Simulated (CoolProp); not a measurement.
Computed with CoolProp (reference Helmholtz-energy equation of state, Thol 2021).

Q: Give the vapour pressure (MPa), liquid density (kg/m³), vapour Z of saturated chlorine at 22.85, 28.35, 72.85 °C.

A: 
| T (°C) | p (MPa) | liquid density (kg/m³) | vapour Z |
|---|---|---|---|
| 22.85 | 0.731 | 1400 | 0.897 |
| 28.35 | 0.849 | 1380 | 0.886 |
| 72.85 | 2.35 | 1230 | 0.775 |
